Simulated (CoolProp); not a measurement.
Vapour-liquid equilibrium of methane (1) + ethylene (2) at -97.85 °C; x and y are mole fractions of (1).

The numbers come from the multi-fluid Helmholtz-energy mixture model, Setzmann 1991 and Smukala 2000; pair parameters Bell 2016 in CoolProp.

Task: Give the bubble pressure and the first vapour's composition at x = 0.2, 0.65, 0.725. Is there an azeotrope?

Result: x = 0.2: 0.7171 MPa, y = 0.813; x = 0.65: 1.814 MPa, y = 0.945; x = 0.725: 1.989 MPa, y = 0.955. No azeotrope shows between x = 0.05 and 0.95.

The pair parameters rest on a limited set of measurements; away from them the model extrapolates. The gap from Raoult's law changes sign with composition, which may be real or a fault of the pair parameters; it wasn't checked against measurements.
